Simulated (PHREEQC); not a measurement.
A solution holds 0.006 mol CdSO4 and 4e-05 mol H2SO4 per kg of water, at 13 °C. Closed to the air; pH follows from the charge balance.

All values are PHREEQC results (ion-association model, wateq4f.dat), not measurements.

```json
{
  "pH": "4.22",
  "ionic_strength": "0.0169 mol/kgw",
  "total_alkalinity": "-0.0800 meq/kg"
}
```

```csv
species,molality,activity,log γ
Cd+2,0.00421,0.00253,-0.220
SO4-2,0.00415,0.00253,-0.215
CdSO4,0.00171,0.00171,0.002
Cd(SO4)2-2,8.51e-5,5.12e-5,-0.220
H+,6.69e-5,6.01e-5,-0.047
HSO4-,1.31e-5,1.15e-5,-0.055
CdOH+,1.58e-9,1.39e-9,-0.055
```

This is a speciation only: nothing precipitates in the calculation. At this temperature some constants are extrapolated from 25 °C, and those without enthalpy data are left unchanged.
